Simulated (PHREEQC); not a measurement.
0.021 g of hydrous ferric oxide (600 m²/g; 0.2 weak and 0.005 strong sites per Fe, Dzombak-Morel constants, diffuse double layer) in 1 kg of water with 0.3 mol/kgw of an inert sodium salt and 0.00013 mmol/kgw CuCl2, at 25 °C; the pH is set by adding NaOH or the inert anion's acid. Oxygen is held at 0.21 atm. No CO2 enters from the air. No solid was allowed to form.

Base run: PHREEQC, ion-association model, wateq4f.dat. Each further column changes one thing. The table gives Cu sorbed (%).

```csv
pH,base,background salt from 0.3 to 0.03 mol/kgw,oxide from 0.021 to 0.11 g/kgw,3.2e-05 mol/kgw H3BO3 added
3,0.0,0.0,0.0,0.0
3.5,0.0,0.0,0.1,0.0
4.5,1.4,1.8,6.9,1.4
5,10.6,11.8,38.4,10.6
5.5,47.6,49.2,83.0,47.6
6.5,97.8,98.0,99.6,97.8
7,99.5,99.5,99.9,99.5
7.5,99.7,99.7,100.0,99.7
8.5,99.6,99.6,99.9,99.6
9,99.4,99.6,99.9,99.4
```

The database's constant for dissolved Cu(OH)2 is higher than later reviews accept. The oxide is taken as insoluble; below pH 4 it would dissolve.
